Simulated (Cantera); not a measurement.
Mixture: CH4 : O2 : N2 : H2O = 1 : 2.47 : 9.28 : 1.4 (molar parts), at 10.0 bar, adiabatic and at constant volume. Ignition delay is the time to a rise of 400 K.

Model: GRI-Mech 3.0 (53 species, 325 reactions), integrated in Cantera.

### Question
Predict: delay at 1125 K; delay at 1325 K; delay at 1525 K; delay at 1725 K; delay at 1925 K; apparent activation energy between 1825 and 2025 K.

### Answer
| Quantity | Result |
|---|---|
| delay at 1125 K | 11.3 ms |
| delay at 1325 K | 1.07 ms |
| delay at 1525 K | 0.152 ms |
| delay at 1725 K | 27.1 µs |
| delay at 1925 K | 6.70 µs |
| apparent activation energy between 1825 and 2025 K | 190 kJ/mol |
